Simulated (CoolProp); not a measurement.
Vapour-liquid equilibrium of cyclopentane (1) + octamethylcyclotetrasiloxane (D4) (2) at 0.0711 MPa; x and y are mole fractions of (1).

Model: multi-fluid Helmholtz-energy mixture model, Gedanitz 2015 and Thol 2015; pair parameters Bell 2016, in CoolProp.

```csv
x,bubble temperature (°C),y at the bubble point,dew temperature at overall composition x (°C),liquid density (mol/L)
0.05,144.7,0.416,160.5,2.832
0.125,121.7,0.743,157.7,3.123
0.2,103.9,0.879,154.7,3.422
0.275,90.4,0.938,151.5,3.734
0.35,80.0,0.966,148.0,4.069
0.425,71.7,0.980,144.2,4.439
0.5,64.9,0.988,140.0,4.854
0.575,59.2,0.993,135.3,5.326
0.65,54.4,0.996,129.9,5.873
0.725,50.2,0.997,123.5,6.517
0.8,46.5,0.999,115.5,7.287
0.875,43.2,0.999,104.6,8.226
0.95,40.4,1.000,86.4,9.399
```

No azeotrope shows between x = 0.05 and 0.95.

The pair parameters rest on a limited set of measurements; away from them the model extrapolates.
